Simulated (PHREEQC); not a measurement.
Consider water at 25 °C with 0.033 mol/kgw HF, 0.013 mol/kgw (CH3)4NF and 1.2e-06 mol/kgw H4SiO4. Closed to the air; pH follows from the charge balance.

Computed with PHREEQC (ion-association model, wateq4f.dat).

Each row changes one thing in this solution. This is a speciation only: nothing precipitates in the calculation.

```
case                                             pH  ionic strength (mol/kgw)  HF (mol/kgw)  F- (mol/kgw)  HF2- (mol/kgw)  SI of Quartz (SiO2)
---------------------------------------------  ----  ------------------------  ------------  ------------  --------------  -------------------
as made                                        2.82                    0.0147        0.0263        0.0133         0.00135                -9.45
(CH3)4NF from 0.013 to 0.0117 mol/kgw          2.79                    0.0135        0.0263        0.0123         0.00124                -9.38
diluted 2-fold with water                      2.88                   0.00795        0.0137       0.00755        0.000397                -8.10
diluted 100-fold with water                    3.67                  0.000349      0.000110      0.000349         1.48e-7                -3.94
HF replaced by AgF at the same molality        7.61                    0.0439       1.30e-6        0.0439         2.21e-7                -1.94
0.0093 mol/kgw NaOH added                      3.15                    0.0230        0.0193        0.0214         0.00160                -9.35
(CH3)4NF replaced by CsF at the same molality  2.82                    0.0147        0.0263        0.0133         0.00135                -9.45
0.0032 mol/kgw KHF2 added                      2.86                    0.0177        0.0286        0.0160         0.00176                -9.76
```

Complexes and solids missing from the database can't appear. (CH3)4N+ isn't in the database: it is added as a free cation with an ion size of 4 Å. SiF6-2 is the database's only silicon fluoride.
